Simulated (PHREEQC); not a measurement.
## Hard or scaling water (model solution)

Make-up at 40 °C: 0.032 mol BaCl2, 0.019 mol CO2 and 0.055 mol KCl per kg of water. Closed to the air; pH follows from the charge balance.

Model: ion-association model, phreeqc.dat, run in PHREEQC.

No solid was allowed to form.

### Question
Predict the pH, specific conductance, density.

### Answer
pH 3.96; specific conductance 18000 µS/cm; density 1.001 g/cm³.

At this temperature some constants are extrapolated from 25 °C, and those without enthalpy data are left unchanged.
